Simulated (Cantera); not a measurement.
A closed system holds: 1 mol Si₃N₄, 0.023 mol H₂O, 14 mol H₂, at 14.0 Pa.

Cantera equilibrium calculation (NASA polynomials, part measured and part estimated; ideal gas, pure solids and liquids). Candidate condensed phases: H₂O, Si, SiO₂, Si₂N₂O, Si₃N₄; 35 gas species. Mutual solubility and eutectic melting of coexisting phases are not modelled. Gases not in the tables: Si₂H₆ and higher silanes. The numbers say what is thermodynamically allowed, not how fast it happens.

Question: What share of the Si ends up in condensed phases as a function of T (°C), at 1125, 1175, 1225, 1275, 1325, 1375, 1425, 1475, 1525, 1575, 1625, 1675, 1725, 1775?

Answer: 
```
T (°C)  Si condensed (%)                            as
------  ----------------  ----------------------------
1125                99.8  Si(s) + Si₂N₂O(s) + Si₃N₄(s)
1175                99.2              Si(s) + Si₃N₄(s)
1225                99.2                         Si(s)
1275                99.1                         Si(s)
1325                98.9                         Si(s)
1375                98.2                         Si(s)
1425                96.6                         Si(l)
1475                93.3                         Si(l)
1525                86.6                         Si(l)
1575                72.7                         Si(l)
1625                44.1                         Si(l)
1675                 0.0                             -
1725                 0.0                             -
1775                 0.0                             -
```
